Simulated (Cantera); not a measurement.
**Transport properties of process gases**

Gas mixture: 75.8 % NO, 24.2 % N2O, at 0.00800 bar, frozen composition.

Cantera's kinetic-theory transport with the Lennard-Jones parameters of GRI-Mech 3.0, ideal gas; thermal conductivity in the mixture-averaged form. The composition is frozen, though it would react at the higher temperatures.

| T (K) | ρ (kg/m³) | cp (J/kg/K) | μ (µPa s) | λ (mW/m/K) | Pr | D (cm²/s) OH | D (cm²/s) O | D (cm²/s) H2O |
|---|---|---|---|---|---|---|---|---|
| 400 | 0.00803 | 989.5 | 22.0 | 30.6 | 0.713 | 61.6 | 62.9 | 45.8 |
| 550 | 0.00584 | 1043 | 27.9 | 40.7 | 0.715 | 106 | 109 | 83.5 |
| 700 | 0.00459 | 1094 | 33.1 | 50.5 | 0.718 | 160 | 163 | 130 |
| 850 | 0.00378 | 1137 | 37.8 | 59.7 | 0.720 | 222 | 226 | 184 |
| 1000 | 0.00321 | 1172 | 42.2 | 68.5 | 0.722 | 291 | 297 | 245 |
| 1150 | 0.00279 | 1195 | 46.3 | 76.8 | 0.720 | 367 | 375 | 313 |
| 1300 | 0.00247 | 1216 | 50.2 | 84.8 | 0.720 | 450 | 459 | 386 |
D: mixture-averaged diffusion coefficient of that species in the mixture.
